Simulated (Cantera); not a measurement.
**Equilibrium for chlorosilane synthesis and conversion: SiCl4 + HCl + H2**

Feed: 1 mol SiCl4, 1.6 mol HCl, a varied amount of H2, held at 673.15 K and 743 Torr.

These are equilibrium values from Cantera (NASA tables, ideal gas, pure condensed phases), not measurements of a reactor. Candidate condensed phases: Si; 19 gas species. The numbers say what is thermodynamically allowed, not how fast it happens.

| n(H2) (mol) | x H2 | x HCl | x SiCl4 | x SiHCl3 | x SiH2Cl2 | x SiCl3 |
|---|---|---|---|---|---|---|
| 0.38 | 0.128 | 0.537 | 0.336 | 1.01e-5 | 1.87e-11 | 9.38e-10 |
| 0.61 | 0.190 | 0.498 | 0.312 | 1.51e-5 | 4.48e-11 | 1.14e-9 |
| 0.98 | 0.274 | 0.447 | 0.279 | 2.17e-5 | 1.04e-10 | 1.37e-9 |
| 1.6 | 0.381 | 0.381 | 0.238 | 3.02e-5 | 2.36e-10 | 1.62e-9 |
| 2.5 | 0.490 | 0.314 | 0.196 | 3.88e-5 | 4.74e-10 | 1.84e-9 |
| 4.1 | 0.612 | 0.239 | 0.149 | 4.85e-5 | 9.70e-10 | 2.05e-9 |
| 6.6 | 0.717 | 0.174 | 0.109 | 5.68e-5 | 1.83e-9 | 2.22e-9 |
| 11 | 0.809 | 0.118 | 0.0735 | 6.40e-5 | 3.44e-9 | 2.36e-9 |
| 17 | 0.867 | 0.0817 | 0.0510 | 6.86e-5 | 5.69e-9 | 2.44e-9 |
x: gas mole fraction; nothing condenses.

From 0.38 mol H2 to 17 mol H2 nothing is condensed. The main Si-bearing gas is SiCl4 throughout.
